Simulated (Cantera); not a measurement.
A closed system holds: 1 mol SiC, a varied amount of N2, equilibrated at 2627 °C and 48.0 Pa.

Equilibrium computed with Cantera from the NASA thermochemical tables; the gas is ideal and each condensed phase is pure. Candidate condensed phases: C, Si, SiC, Si3N4; 20 gas species. The tables' values for SiN are old estimates; treat these amounts as uncertain. Equilibrium is a limit: real reactors are often held back by kinetics, nucleation or transport.

Problem. At 0.098 mol N2, list the 5 most abundant gas species with their mole fractions, and the condensed phases.

Solution. Si 0.562, SiC2 0.218, C3 0.0906, N2 0.0686, C 0.0296. Condensed: gas only.
